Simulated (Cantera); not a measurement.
A closed system holds: 1 mol SiF₄, 1.7 mol H₂O, equilibrated at 14.0 Pa.

Equilibrium computed with Cantera from the NASA thermochemical tables; the gas is ideal and each condensed phase is pure. Candidate condensed phases: H₂O, Si, SiO₂; 38 gas species. The tables' values for SiF₃, SiO₂, SiF₂ are old estimates; treat these amounts as uncertain. The tables hold silica as quartz up to 1696 K and as liquid above; real silica turns to tridymite and cristobalite and melts near 1996 K. The numbers say what is thermodynamically allowed, not how fast it happens.

x: gas mole fraction; n: condensed amount in mol.

| T (K) | x HF | x H₂O | x SiF₄ | x SiO | x O₂ | x O | n SiO₂(α-quartz) | n SiO₂(β-quartz) | n SiO₂(condensed) |
|---|---|---|---|---|---|---|---|---|---|
| 675 | 0.498 | 0.302 | 0.200 | <1e-12 | 7.90e-11 | <1e-12 | 0.384 | 0 | 0 |
| 875 | 0.777 | 0.119 | 0.104 | <1e-12 | 3.37e-8 | <1e-12 | 0 | 0.650 | 0 |
| 1075 | 0.884 | (withheld) | (withheld) | <1e-12 | (withheld) | (withheld) | 0 | 0.766 | 0 |
| 1275 | 0.923 | 0.0227 | 0.0541 | 7.05e-12 | 1.37e-5 | 3.49e-8 | 0 | 0.810 | 0 |
| 1475 | 0.939 | 0.0123 | 0.0487 | 7.59e-8 | 7.75e-5 | 2.14e-6 | 0 | 0.828 | 0 |
| 1675 | 0.945 | 0.00746 | 0.0463 | 7.86e-5 | 0.000345 | 5.36e-5 | 0 | 0.835 | 0 |
| 1875 | 0.932 | (withheld) | 0.0435 | (withheld) | (withheld) | (withheld) | 0 | 0 | (withheld) |
| 2075 | 0.685 | 0.00178 | 0.0285 | 0.167 | 0.0708 | 0.0262 | 0 | 0 | 0 |

Some entries are withheld; supply them.


- 1875, x H₂O: 0.00477
- 1875, x SiO: 0.00855
- 1875, x O₂: 0.00439
- 1875, x O: 0.00135
- 1875, n SiO₂(condensed): 0.806
- 1075, x H₂O: 0.0484
- 1075, x SiF₄: 0.0675
- 1075, x O₂: 1.25e-6
- 1075, x O: 1.24e-10
